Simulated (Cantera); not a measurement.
Gas mixture: 46.3 % C3H8, 48.3 % C2H2, 5.42 % CH3OH, at 15.8 Torr, frozen composition.

Cantera's kinetic-theory transport with the Lennard-Jones parameters of GRI-Mech 3.0, ideal gas; thermal conductivity in the mixture-averaged form. Polar gases are described roughly by these parameters. The composition is frozen, though it would react at the higher temperatures.

D: mixture-averaged diffusion coefficient of that species in the mixture.

| T (K) | ρ (kg/m³) | cp (J/kg/K) | μ (µPa s) | λ (mW/m/K) | Pr | D (cm²/s) C2H2 | D (cm²/s) CO2 | D (cm²/s) NO |
|---|---|---|---|---|---|---|---|---|
| 400 | 0.0219 | 2034 | 12.1 | 32.9 | 0.747 | … | 8.24 | 11.0 |
| 550 | 0.0159 | 2496 | 15.9 | 51.9 | 0.765 | … | 14.9 | 19.3 |
| 700 | 0.0125 | 2866 | 19.3 | 71.0 | 0.778 | … | 23.0 | 29.2 |
| 850 | 0.0103 | 3164 | 22.4 | 89.9 | 0.787 | … | 32.4 | 40.7 |
| 1000 | 0.00877 | 3412 | 25.2 | 108 | 0.794 | … | 42.9 | 53.7 |
| 1150 | 0.00763 | 3600 | 27.8 | 126 | 0.794 | … | 54.6 | 67.9 |
| 1300 | 0.00675 | 3763 | 30.3 | 143 | 0.796 | … | 67.3 | 83.4 |
| 1450 | 0.00605 | 3904 | 32.7 | 160 | 0.797 | … | 81.0 | 100 |

Question: Some entries are withheld; supply them.

Answer: 
- 400, D (cm²/s) C2H2: 7.72
- 550, D (cm²/s) C2H2: 13.9
- 700, D (cm²/s) C2H2: 21.5
- 850, D (cm²/s) C2H2: 30.2
- 1000, D (cm²/s) C2H2: 40.1
- 1150, D (cm²/s) C2H2: 50.9
- 1300, D (cm²/s) C2H2: 62.8
- 1450, D (cm²/s) C2H2: 75.6
